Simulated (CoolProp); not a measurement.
A single-stage vapour-compression cycle with the fluid: evaporating at 217.15 K (dew point), condensing at 257.15 K (bubble point), superheat 2 K, subcooling 0 K, compressor efficiency 0.6, no pressure losses. The same conditions are run with several fluids, on thermodynamics alone (safety and materials aside).

Values from CoolProp's reference Helmholtz-energy equation of state of each fluid (R407C: Lemmon 2003; R134a: Tillner-Roth 1994; R507A: Lemmon 2003; R22: Kamei 1995; R125: Lemmon 2005; R143a: Lemmon and Jacobsen 2000). Blends and air are pseudo-pure fits.

Problem. Rank R407C, R134a, R507A, R22, R125, R143a by cooling COP, highest first.

Solution. R134a (2.80), R22 (2.78), R143a (2.75), R507A (2.72), R125 (2.69), R407C (2.29)

| fluid | pressure ratio | discharge temperature (K) | refrigerating effect (kJ/kg) | volumetric capacity (kJ/m³) |
|---|---|---|---|---|
| R407C | 9.19 | 334.6 | 202 | 345 |
| R134a | 7.67 | 307.8 | 186 | 217 |
| R507A | 5.74 | 295.3 | 153 | 547 |
| R22 | 6.08 | 336.6 | 200 | 455 |
| R125 | 5.78 | 288.3 | 124 | 569 |
| R143a | 5.55 | 300.2 | 180 | 564 |
